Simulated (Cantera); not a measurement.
A Cantera script and its output.

```python
import numpy as np
import cantera as ct

gas = ct.Solution("gri30.yaml")
gas.TPX = 1423, 2300, {'H2': 0.066, 'O2': 1}
reactor = ct.IdealGasConstPressureReactor(gas, energy="off", clone=False)
net = ct.ReactorNet([reactor])
net.rtol, net.atol = 1e-08, 1e-18
show = ['H2', 'O2', 'H', 'O', 'H2O2']
times = np.geomspace(0.0002, 30, 10)

steps = ct.SolutionArray(gas, extra=["t"])
rows = []
print(f"{'t/s':>10s}{'T/K':>9s}{'P/Pa':>11s}" + "".join(f"{s:>11s}" for s in show))
for t in times:
    while net.time < t:
        t_next = net.step()
        steps.append(gas.state, t=t_next)
    rows.append([np.interp(t, steps.t, y) for y in (steps.T, steps.P, *steps(*show).X.T)])
    print(f"{t:10.3e}{rows[-1][0]:9.1f}{rows[-1][1]:11.4g}" + "".join(f"{x:11.3e}" for x in rows[-1][2:]))
rate = np.gradient(steps.T, steps.t)
print("integrator steps:", len(steps.t))
if steps.T.max() > steps.T[0] + 200:
    print(f"time of steepest temperature rise: {steps.t[rate.argmax()]:.4e} s")
gas.TPX = 1423, 2300, {'H2': 0.066, 'O2': 1}
gas.equilibrate("TP")
print(f"equilibrium (TP): T = {gas.T:.1f} K  " + "  ".join(f"{s} {gas[s].X[0]:.3e}" for s in show))
```

Output:

```
       t/s      T/K       P/Pa         H2         O2          H          O       H2O2
 2.000e-04   1423.0       2300  6.189e-02  9.381e-01  5.760e-06  1.222e-05  2.590e-09
 7.519e-04   1423.0       2300  2.362e-03  8.885e-01  9.145e-03  4.058e-02  1.310e-07
 2.827e-03   1423.0       2300  1.165e-03  8.905e-01  7.137e-03  4.022e-02  1.004e-07
 1.063e-02   1423.0       2300  8.808e-04  9.025e-01  4.509e-03  2.943e-02  9.508e-08
 3.995e-02   1423.0       2300  3.596e-04  9.226e-01  1.108e-03  1.145e-02  7.166e-08
 1.502e-01   1423.0       2300  5.687e-05  9.336e-01  6.752e-05  1.764e-03  3.116e-08
 5.646e-01   1423.0       2300  6.136e-06  9.357e-01  2.378e-06  1.891e-04  8.667e-09
 2.123e+00   1423.0       2300  8.527e-07  9.360e-01  1.235e-07  2.629e-05  2.300e-09
 7.980e+00   1423.0       2300  2.951e-07  9.360e-01  2.525e-08  9.113e-06  1.245e-09
 3.000e+01   1423.0       2300  2.799e-07  9.360e-01  2.333e-08  8.645e-06  1.217e-09
integrator steps: 1583
equilibrium (TP): T = 1423.0 K  H2 2.799e-07  O2 9.360e-01  H 2.333e-08  O 8.645e-06  H2O2 1.217e-09
```

Computed with Cantera and GRI-Mech 3.0 (53 species, 325 reactions). Radical loss at walls, strong at low pressure, is not modelled. The temperature is held fixed by assumption; the heat of reaction is taken as removed at once.
